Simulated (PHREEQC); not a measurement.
A made-up water analysis in mmol/kgw, 35 °C, pH 5.63, pe 8.5:

```tsv
constituent	mmol/kgw
Na	0.408
K	0.00218
Ca	0.149
Mg	0.0201
Cl	0.339
S(6)	0.0276
Alkalinity (meq/kgw)	0.365
Cd	0.00065
Zn	0.00751
Sr	0.00216
Pb	8.55e-05
```

Na is adjusted to close the charge balance.
Valence states are taken as typed.

Model: ion-association model, phreeqc.dat, run in PHREEQC.

Precipitation was switched off in this run.

Predict the specific conductance.

specific conductance 105 µS/cm.

In which forms is Pb present?

Pb+2 71 %, PbHCO3+ 18 %, PbCO3 9.0 %, PbCl+ 1.1 %, PbSO4 0.8 %, PbOH+ 0.5 % of the Pb.
